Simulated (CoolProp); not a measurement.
Nitrous oxide along the isotherm 12.55 °C: density (kg/m³) from the reference equation and from simpler models built on Tc = 36.4 °C, pc = 7.245 MPa, ω = 0.161; each cubic takes its own stable root.

Values from CoolProp's reference Helmholtz-energy equation of state, Lemmon 2006. It is a short technical equation, of lower accuracy than the large ones.

| p (MPa) | phase | reference | Soave-Redlich-Kwong | Peng-Robinson |
|---|---|---|---|---|
| 3.12 | gas | 75.36 | 74.64 | 76.29 |
| 6.25 | liquid | 860.0 | 748.3 | 843.5 |
| 9.38 | liquid | 887.7 | 789.2 | 887.7 |
| 12.5 | liquid | 909.4 | 819.8 | 920.9 |
| 15.6 | liquid | 927.4 | 844.5 | 947.7 |
| 18.8 | liquid | 943.5 | 866.0 | 971.2 |
| 21.9 | liquid | 957.3 | 884.2 | 990.9 |
| 25 | liquid | 969.7 | 900.3 | 1008 |
| 28.1 | liquid | 981.1 | 914.9 | 1024 |
| 31.2 | liquid | 991.6 | 928.1 | 1039 |
| 34.4 | liquid | 1002 | 940.6 | 1052 |
| 37.5 | liquid | 1011 | 951.8 | 1064 |
| 40.6 | liquid | 1019 | 962.2 | 1076 |
| 43.8 | liquid | 1028 | 972.3 | 1086 |
| 46.9 | liquid | 1036 | 981.4 | 1096 |
| 50 | liquid | 1043 | 990.0 | 1106 |
